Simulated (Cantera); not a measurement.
Adiabatic ignition

An adiabatic, constant-volume homogeneous reactor starts with CH₄ : C₂H₆ : C₃H₈ : O₂ : N₂ = 1 : 0.054 : 0.23 : 3.34 : 12.6 (molar parts), equivalence ratio 1.00, at 1223 K and 1000000 Pa.

Model: GRI-Mech 3.0 (53 species, 325 reactions), integrated in Cantera. GRI-Mech 3.0 was tuned for natural gas; its chemistry of propane as a main component is partial and can be far from experiment. Above 3000 K some thermodynamic fits are extrapolated.

```json
[
 {"t (s)": "3.00e-6", "T (K)": "1223", "P (bar)": "10.00", "x CH₄": "0.0581", "x C₂H₆": "0.00314", "x C₃H₈": "0.0134", "x CH₂O": "1.40e-8", "x HCN": "<1e-12", "x O₂": "0.194"},
 {"t (s)": "8.35e-6", "T (K)": "1223", "P (bar)": "10.00", "x CH₄": "0.0581", "x C₂H₆": "0.00314", "x C₃H₈": "0.0134", "x CH₂O": "1.31e-7", "x HCN": "<1e-12", "x O₂": "0.194"},
 {"t (s)": "2.32e-5", "T (K)": "1223", "P (bar)": "10.00", "x CH₄": "0.0581", "x C₂H₆": "0.00313", "x C₃H₈": "0.0133", "x CH₂O": "1.48e-6", "x HCN": "<1e-12", "x O₂": "0.194"},
 {"t (s)": "6.46e-5", "T (K)": "1223", "P (bar)": "10.0", "x CH₄": "0.0580", "x C₂H₆": "0.00313", "x C₃H₈": "0.0133", "x CH₂O": "1.90e-5", "x HCN": "<1e-12", "x O₂": "0.194"},
 {"t (s)": "0.000180", "T (K)": "1224", "P (bar)": "10.0", "x CH₄": "0.0580", "x C₂H₆": "0.00314", "x C₃H₈": "0.0132", "x CH₂O": "0.000133", "x HCN": "<1e-12", "x O₂": "0.194"},
 {"t (s)": "0.000500", "T (K)": "1229", "P (bar)": "10.1", "x CH₄": "0.0576", "x C₂H₆": "0.00317", "x C₃H₈": "0.0125", "x CH₂O": "0.000610", "x HCN": "<1e-12", "x O₂": "0.193"},
 {"t (s)": "0.00139", "T (K)": "3018", "P (bar)": "25.9", "x CH₄": "<1e-12", "x C₂H₆": "<1e-12", "x C₃H₈": "<1e-12", "x CH₂O": "4.57e-9", "x HCN": "1.41e-8", "x O₂": "0.0141"},
 {"t (s)": "0.00387", "T (K)": "3018", "P (bar)": "25.9", "x CH₄": "<1e-12", "x C₂H₆": "<1e-12", "x C₃H₈": "<1e-12", "x CH₂O": "4.57e-9", "x HCN": "1.41e-8", "x O₂": "0.0141"},
 {"t (s)": "0.0108", "T (K)": "3018", "P (bar)": "25.9", "x CH₄": "<1e-12", "x C₂H₆": "<1e-12", "x C₃H₈": "<1e-12", "x CH₂O": "4.57e-9", "x HCN": "1.41e-8", "x O₂": "0.0141"},
 {"t (s)": "0.0300", "T (K)": "3018", "P (bar)": "25.9", "x CH₄": "<1e-12", "x C₂H₆": "<1e-12", "x C₃H₈": "<1e-12", "x CH₂O": "4.57e-9", "x HCN": "1.41e-8", "x O₂": "0.0141"},
 {"t (s)": "0.0834", "T (K)": "3018", "P (bar)": "25.9", "x CH₄": "<1e-12", "x C₂H₆": "<1e-12", "x C₃H₈": "<1e-12", "x CH₂O": "4.57e-9", "x HCN": "1.41e-8", "x O₂": "0.0141"},
 {"t (s)": "0.232", "T (K)": "3018", "P (bar)": "25.9", "x CH₄": "<1e-12", "x C₂H₆": "<1e-12", "x C₃H₈": "<1e-12", "x CH₂O": "4.57e-9", "x HCN": "1.41e-8", "x O₂": "0.0141"},
 {"t (s)": "0.646", "T (K)": "3018", "P (bar)": "25.9", "x CH₄": "<1e-12", "x C₂H₆": "<1e-12", "x C₃H₈": "<1e-12", "x CH₂O": "4.57e-9", "x HCN": "1.41e-8", "x O₂": "0.0141"},
 {"t (s)": "1.80", "T (K)": "3018", "P (bar)": "25.9", "x CH₄": "<1e-12", "x C₂H₆": "<1e-12", "x C₃H₈": "<1e-12", "x CH₂O": "4.57e-9", "x HCN": "1.41e-8", "x O₂": "0.0141"},
 {"t (s)": "5.00", "T (K)": "3018", "P (bar)": "25.9", "x CH₄": "<1e-12", "x C₂H₆": "<1e-12", "x C₃H₈": "<1e-12", "x CH₂O": "4.57e-9", "x HCN": "1.41e-8", "x O₂": "0.0141"}
]
```
x: mole fraction; the columns are a selection and need not sum to one.

```
Property                                                          Result
---------------------------------  -------------------------------------
time of steepest temperature rise                                1.03 ms
temperature at 5.00 s                                             3018 K
equilibrium temperature                                           3018 K
x(CH₄) at 5.00 s                   <1e-12 (gas-phase equilibrium <1e-12)
x(C₂H₆) at 5.00 s                  <1e-12 (gas-phase equilibrium <1e-12)
x(C₃H₈) at 5.00 s                  <1e-12 (gas-phase equilibrium <1e-12)
```
